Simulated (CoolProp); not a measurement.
A Linde-Hampson liquefier for dry air: isothermal reversible compression at 200 K from 1 atm to 30 MPa, throttling to 1 atm, return gas leaving the recuperator 5 K below the feed. Each further row changes one setting.

Computed with CoolProp (reference Helmholtz-energy equation of state, Lemmon 2000). It is a pseudo-pure fit of the blend.

```
case                        liquid yield per pass  compression work (kJ/kg of gas)
--------------------------  ---------------------  -------------------------------
as stated                                     [?]                              305
high pressure 60 MPa                          [?]                              [?]
warm-end temperature 230 K                    [?]                              [?]
warm-end gap 10 K                             [?]                              305
```

Problem. Some entries are withheld; supply them.

Solution. 
- as stated, liquid yield per pass: 0.268
- high pressure 60 MPa, liquid yield per pass: 0.246
- high pressure 60 MPa, compression work (kJ/kg of gas): 356
- warm-end temperature 230 K, liquid yield per pass: 0.192
- warm-end temperature 230 K, compression work (kJ/kg of gas): 363
- warm-end gap 10 K, liquid yield per pass: 0.256
